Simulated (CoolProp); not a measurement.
A single-stage vapour-compression cycle with R1224YDZ: evaporating at 276.15 K (dew point), condensing at 346.15 K (bubble point), superheat 2 K, subcooling 8 K, compressor efficiency 0.8, no pressure losses. Each further row changes one setting.

Values from CoolProp's reference Helmholtz-energy equation of state, Akasaka 2023.

```json
[
 {"case": "as stated", "cooling COP": "2.32", "pressure ratio": "9.87", "discharge temperature (K)": "347.1", "refrigerating effect (kJ/kg)": "104", "volumetric capacity (kJ/m³)": "433"},
 {"case": "evaporating temperature 281.15 K", "cooling COP": "2.63", "pressure ratio": "8.01", "discharge temperature (K)": "346.4", "refrigerating effect (kJ/kg)": "107", "volumetric capacity (kJ/m³)": "543"},
 {"case": "condensing temperature 341.15 K", "cooling COP": "2.61", "pressure ratio": "8.68", "discharge temperature (K)": "342.8", "refrigerating effect (kJ/kg)": "110", "volumetric capacity (kJ/m³)": "459"},
 {"case": "subcooling 13 K", "cooling COP": "2.46", "pressure ratio": "9.87", "discharge temperature (K)": "347.1", "refrigerating effect (kJ/kg)": "110", "volumetric capacity (kJ/m³)": "459"},
 {"case": "superheat 12 K", "cooling COP": "2.38", "pressure ratio": "9.87", "discharge temperature (K)": "357.1", "refrigerating effect (kJ/kg)": "111", "volumetric capacity (kJ/m³)": "446"},
 {"case": "compressor efficiency 0.7", "cooling COP": "2.03", "pressure ratio": "9.87", "discharge temperature (K)": "353.6", "refrigerating effect (kJ/kg)": "104", "volumetric capacity (kJ/m³)": "433"}
]
```
